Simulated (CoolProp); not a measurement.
Vapour-liquid equilibrium of R22 (1) + C3F8 (R218) (2) at 303.2 K; x and y are mole fractions of (1).

Model: multi-fluid Helmholtz-energy mixture model, Kamei 1995 and Lemmon 2006; pair parameters Bell 2016, in CoolProp.

```
x      bubble pressure, mixture model (MPa)  bubble pressure, Raoult's law (MPa)  y, mixture model  y, Raoult's law
-----  ------------------------------------  -----------------------------------  ----------------  ---------------
0.05                                  1.062                                1.002             0.093            0.060
0.125                                 1.157                                1.017             0.207            0.147
0.2                                   1.236                                1.032             0.300            0.231
0.275                                 1.300                                1.047             0.376            0.313
0.35                                  1.350                                1.062             0.440            0.393
0.425                                 1.386                                1.077             0.496            0.471
0.5                                   1.410                                1.093             0.546            0.546
0.575                                 1.423                                1.108             0.593            0.620
0.65                                  1.424                                1.123             0.640            0.691
0.725                                 1.414                                1.138             0.689            0.760
0.8                                   1.389                                1.153             0.744            0.828
0.875                                 1.344                                1.168             0.814            0.894
0.95                                  1.268                                1.183             0.909            0.958
```

The largest gap from Raoult's law is +29.0 % in bubble pressure, at x = 0.5. y crosses x between x = 0.575 and 0.65: the model has an azeotrope there.

The pair parameters rest on a limited set of measurements; away from them the model extrapolates.
